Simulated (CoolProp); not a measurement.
Properties of water at several states (Tc = 373.9 °C, pc = 22060 kPa, ω = 0.344).

The numbers come from the reference Helmholtz-energy equation of state, Wagner 2002 in CoolProp.

```json
[
 {"T (°C)": "75.45", "p (kPa)": "5080", "phase": "liquid", "density (kg/m³)": "976.8", "Joule-Thomson coefficient (K/MPa)": "(withheld)", "viscosity (µPa s)": "377", "Prandtl number": "(withheld)", "fugacity coefficient": "(withheld)"},
 {"T (°C)": "184.85", "p (kPa)": "24.3", "phase": "gas", "density (kg/m³)": "0.1151", "Joule-Thomson coefficient (K/MPa)": "26.55", "viscosity (µPa s)": "15.6", "Prandtl number": "0.955", "fugacity coefficient": "0.9986"},
 {"T (°C)": "516.05", "p (kPa)": "18500", "phase": "gas", "density (kg/m³)": "59.23", "Joule-Thomson coefficient (K/MPa)": "4.250", "viscosity (µPa s)": "30.4", "Prandtl number": "1.05", "fugacity coefficient": "0.8731"},
 {"T (°C)": "292.35", "p (kPa)": "35700", "phase": "liquid", "density (kg/m³)": "770.9", "Joule-Thomson coefficient (K/MPa)": "0.03927", "viscosity (µPa s)": "97.6", "Prandtl number": "0.793", "fugacity coefficient": "0.1983"},
 {"T (°C)": "188.75", "p (kPa)": "5690", "phase": "liquid", "density (kg/m³)": "880.6", "Joule-Thomson coefficient (K/MPa)": "-0.1074", "viscosity (µPa s)": "144", "Prandtl number": "0.951", "fugacity coefficient": "0.2041"},
 {"T (°C)": "294.85", "p (kPa)": "234", "phase": "gas", "density (kg/m³)": "0.8979", "Joule-Thomson coefficient (K/MPa)": "(withheld)", "viscosity (µPa s)": "20.1", "Prandtl number": "0.943", "fugacity coefficient": "0.9942"}
]
```

Some entries are withheld; supply them.


- 75.45, Joule-Thomson coefficient (K/MPa): -0.1927
- 75.45, Prandtl number: 2.36
- 75.45, fugacity coefficient: 0.007929
- 294.85, Joule-Thomson coefficient (K/MPa): 12.59

Viscosity comes from a separate model (Huber 2009). Thermal conductivity comes from a separate model (Huber 2012).
